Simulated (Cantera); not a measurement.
**Diamond growth**

A diamond (100) surface in a fixed gas of H2 with x(CH4) = 0.0067, x(H) = 0.029, at 1350 K, 0.280 bar; coverages are run to steady state.

Cantera simulation using the Harris–Goodwin 1993 mechanism for the reconstructed diamond (100) surface; the numbers are that mechanism's predictions, not measurements.

```tsv
x(CH3)	growth (µm/h)	θ c6HH	θ c6H*	θ c6*H	θ c6**	θ c6HM
1e-06	0.250	0.350	0.0563	0.537	0.0568	2.86e-6
2.8e-06	0.700	0.350	0.0562	0.537	0.0568	8.01e-6
7.7e-06	1.93	0.350	0.0562	0.537	0.0568	2.20e-5
2.1e-05	5.25	0.350	0.0562	0.537	0.0568	6.01e-5
5.9e-05	14.7	0.350	0.0562	0.537	0.0568	0.000169
0.00016	40.0	0.350	0.0562	0.536	0.0567	0.000457
0.00045	112	0.349	0.0561	0.535	0.0564	0.00128
0.0012	296	0.348	0.0558	0.533	0.0558	0.00339
0.0034	821	0.345	0.0551	0.526	0.0542	0.00942
```
θ: site fractions in the mechanism's names (c6HH fully hydrogenated, c6H* and c6*H radical sites, c6** diradical, c6HM methylated).
